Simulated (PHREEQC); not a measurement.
Dissolve 1.4 mmol/kgw CuCl2, 0.23 mmol/kgw HBF4 and 11 mmol/kgw KCl at 92 °C. Closed to the air; pH follows from the charge balance.

Equilibrium calculation in PHREEQC: ion-association model, wateq4f.dat.

Precipitation was switched off in this run.

Q: Estimate the pH, ionic strength.

A: pH 3.50; ionic strength 0.0149 mol/kgw.

Q: In which forms is F present?

A: HF 61 %, F- 38 %, CuF+ 0.7 % of the F.

Constants without temperature data keep their 25 °C values here. Real BF4- forms and hydrolyses slowly; the run takes it at equilibrium.
